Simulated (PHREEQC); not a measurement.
Consider water at 10 °C with 120 mmol/kgw CaCl2 and 3.4 mmol/kgw Na2SO4. Closed to the air; pH follows from the charge balance.

The numbers come from PHREEQC with the ion-association model, phreeqc.dat.

Precipitation was switched off in this run.

### Question
Predict the activity of water, specific conductance, density.

### Answer
activity of water 0.994; specific conductance 14900 µS/cm; density 1.011 g/cm³.

### Question
In which forms is Ca present?

### Answer
Ca+2 98 %, CaSO4 1.5 % of the Ca.

Species that the database lacks are ignored. Constants without temperature data keep their 25 °C values here.
